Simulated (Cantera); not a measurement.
**Thermodynamics of carbon deposition, reforming and gasification, feed CO + CO₂ + H₂**

Charge: 1 mol CO, 0.093 mol CO₂, 2.4 mol H₂, held at 101000 Pa.

Equilibrium computed with Cantera from the NASA thermochemical tables; the gas is ideal and each condensed phase is pure. Candidate condensed phases: C, C₆H₆, C₇H₈, C₈H₁₈, H₂O; 131 gas species. Ions and electrons are included (thermal ionisation). Rates play no part.

From 2500 K to 5000 K nothing is condensed. The main C-bearing gas is CO throughout.

| T (K) | x H | x H₂ | x CO | x H₂O | x O | x OH |
|---|---|---|---|---|---|---|
| 2500 | 0.0201 | 0.646 | 0.308 | 0.0243 | 3.20e-6 | 0.000157 |
| 2750 | 0.0534 | 0.618 | 0.303 | 0.0236 | 3.00e-5 | 0.000549 |
| 3000 | 0.118 | 0.564 | 0.293 | 0.0218 | 0.000193 | 0.00151 |
| 3250 | 0.221 | 0.479 | 0.276 | 0.0181 | 0.000906 | 0.00330 |
| 3500 | 0.356 | 0.368 | 0.254 | 0.0122 | 0.00305 | 0.00542 |
| 3750 | 0.499 | 0.251 | 0.231 | 0.00588 | 0.00696 | 0.00612 |
| 4000 | 0.618 | 0.152 | 0.212 | 0.00201 | 0.0109 | 0.00476 |
| 4250 | 0.698 | 0.0857 | 0.199 | 0.000560 | 0.0132 | 0.00294 |
| 4500 | 0.745 | 0.0471 | 0.191 | 0.000150 | 0.0145 | 0.00167 |
| 4750 | 0.770 | 0.0262 | 0.187 | 4.29e-5 | 0.0152 | 0.000955 |
| 5000 | 0.783 | 0.0150 | 0.184 | 1.38e-5 | 0.0163 | 0.000583 |
x: gas mole fraction; nothing condenses.
